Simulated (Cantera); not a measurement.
Feed: 1 mol Si, 2.8 mol F2, 0.32 mol N2, at 825 K and 7.50 Torr.

Cantera equilibrium calculation (NASA polynomials, part measured and part estimated; ideal gas, pure solids and liquids). Candidate condensed phases: Si, Si3N4; 16 gas species. Rates play no part.

### Question
What is the equilibrium state?

### Answer
| Property | Value |
|---|---|
| x(SiF4) | 0.459 |
| x(F2) | 0.322 |
| x(N2) | 0.143 |
| x(F) | 0.0684 |
| x(NF3) | 0.00771 |
| gas amount | 2.178 mol |
| log10 activity of Si(s) (absent) | -92.12 |
